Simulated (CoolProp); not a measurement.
Vapour-liquid equilibrium of R143a (1) + R152A (2) at 46.15 °C; x and y are mole fractions of (1).

The numbers come from the multi-fluid Helmholtz-energy mixture model, Lemmon and Jacobsen 2000 and Outcalt 1996; pair parameters Bell 2016 in CoolProp.

Question: Give the bubble pressure and the first vapour's composition at x = 0.05, 0.5, 0.65. Is there an azeotrope?

Answer: x = 0.05: 1131 kPa, y = 0.090; x = 0.5: 1624 kPa, y = 0.611; x = 0.65: 1773 kPa, y = 0.735. No azeotrope shows between x = 0.05 and 0.95.

The pair parameters rest on a limited set of measurements; away from them the model extrapolates.
